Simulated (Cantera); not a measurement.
A Cantera script and what it prints.

```python
import numpy as np
import cantera as ct

gas_names = """
    CL CL2 H HCL H2 N NH NH2 NH3 N2 N2H2 N2H4 Si SiCL SiCL2 SiCL3 SiCL4 SiH SiHCL3 SiH2 SiH2CL2 SiH3
    SiH3CL SiH4 SiN Si2 Si2N Si3
""".split()
cond_names = """
    NH4CL(a) NH4CL(b) Si(cr) Si(L) Si3N4(a)
""".split()


# ... load() reads the species with a 1 bar reference pressure and builds the phases ...
atoms = {
    'Si3H8': {'Si': 3, 'H': 8},
    'Cl2': {'CL': 2},
    'N2': {'N': 2},
}
top_T = {'Si3N4(a)': 2400}  # K; cautious upper limits of use, not melting points


# ... equilibrate(T, P, feed) seeds the gas with the atoms and calls Mixture.equilibrate('TP', solver="vcs", rtol=1e-11, max_steps=5000) ...
results = []
T = 875  # K
P = 133.322  # Pa
for m in [3.2, 4.3, 5.7, 7.6, 10, 13, 18, 24, 32, 42, 56, 75, 100]:
    feed = {'Si3H8': 1, 'Cl2': 0.64, 'N2': m}  # mol
    mix = equilibrate(T, P, feed)
    results.append((T, P, feed, dict(zip(mix.species_names, mix.species_moles))))
    x = sorted(zip(gas.X, gas.species_names), reverse=True)
    print(f"T = {T:g} K  P = {P:g} Pa  n(N2) = {m:g} mol  gas = {mix.phase_moles(0):.4g} mol")
    print("   x: " + "  ".join(f"{s} {v:.3e}" for v, s in x if v > 1e-05))
    print("   condensed (mol): " + ("  ".join(f"{mix.phase(i).name} {mix.phase_moles(i):.4g}"
          for i in range(1, mix.n_phases) if mix.phase_moles(i) > 1e-12) or "none"))
```

Result:

```
T = 875 K  P = 133.322 Pa  n(N2) = 3.2 mol  gas = 5.838 mol
   x: H2 5.777e-01  HCL 2.149e-01  N2 2.063e-01  SiCL4 1.085e-03
   condensed (mol): Si3N4(a) 0.9979
T = 875 K  P = 133.322 Pa  n(N2) = 4.3 mol  gas = 6.939 mol
   x: H2 4.854e-01  N2 3.319e-01  HCL 1.822e-01  SiCL4 5.778e-04
   condensed (mol): Si3N4(a) 0.9987
T = 875 K  P = 133.322 Pa  n(N2) = 5.7 mol  gas = 8.339 mol
   x: N2 4.439e-01  H2 4.036e-01  HCL 1.521e-01  SiCL4 3.351e-04
   condensed (mol): Si3N4(a) 0.9991
T = 875 K  P = 133.322 Pa  n(N2) = 7.6 mol  gas = 10.24 mol
   x: N2 5.470e-01  H2 3.285e-01  HCL 1.242e-01  SiCL4 1.955e-04
   condensed (mol): Si3N4(a) 0.9993
T = 875 K  P = 133.322 Pa  n(N2) = 10 mol  gas = 12.64 mol
   x: N2 6.330e-01  H2 2.661e-01  HCL 1.008e-01  SiCL4 1.173e-04
   condensed (mol): Si3N4(a) 0.9995
T = 875 K  P = 133.322 Pa  n(N2) = 13 mol  gas = 15.64 mol
   x: N2 7.034e-01  H2 2.150e-01  HCL 8.155e-02  SiCL4 7.174e-05
   condensed (mol): Si3N4(a) 0.9996
T = 875 K  P = 133.322 Pa  n(N2) = 18 mol  gas = 20.64 mol
   x: N2 7.752e-01  H2 1.629e-01  HCL 6.186e-02  SiCL4 3.878e-05
   condensed (mol): Si3N4(a) 0.9997
T = 875 K  P = 133.322 Pa  n(N2) = 24 mol  gas = 26.64 mol
   x: N2 8.258e-01  H2 1.262e-01  HCL 4.796e-02  SiCL4 2.238e-05
   condensed (mol): Si3N4(a) 0.9998
T = 875 K  P = 133.322 Pa  n(N2) = 32 mol  gas = 34.64 mol
   x: N2 8.661e-01  H2 9.702e-02  HCL 3.690e-02  SiCL4 1.285e-05
   condensed (mol): Si3N4(a) 0.9999
T = 875 K  P = 133.322 Pa  n(N2) = 42 mol  gas = 44.64 mol
   x: N2 8.961e-01  H2 7.528e-02  HCL 2.864e-02
   condensed (mol): Si3N4(a) 0.9999
T = 875 K  P = 133.322 Pa  n(N2) = 56 mol  gas = 58.64 mol
   x: N2 9.209e-01  H2 5.731e-02  HCL 2.181e-02
   condensed (mol): Si3N4(a) 0.9999
T = 875 K  P = 133.322 Pa  n(N2) = 75 mol  gas = 77.64 mol
   x: N2 9.402e-01  H2 4.328e-02  HCL 1.648e-02
   condensed (mol): Si3N4(a) 0.9999
T = 875 K  P = 133.322 Pa  n(N2) = 100 mol  gas = 102.6 mol
   x: N2 9.548e-01  H2 3.274e-02  HCL 1.247e-02
   condensed (mol): Si3N4(a) 1
```

Equilibrium computed with Cantera from the NASA thermochemical tables; the gas is ideal and each condensed phase is pure. The feed counts by its element totals alone. N2 is the only nitrogen source here; it is nearly inert below about 1500 K, so the nitride shown seldom forms there in practice.
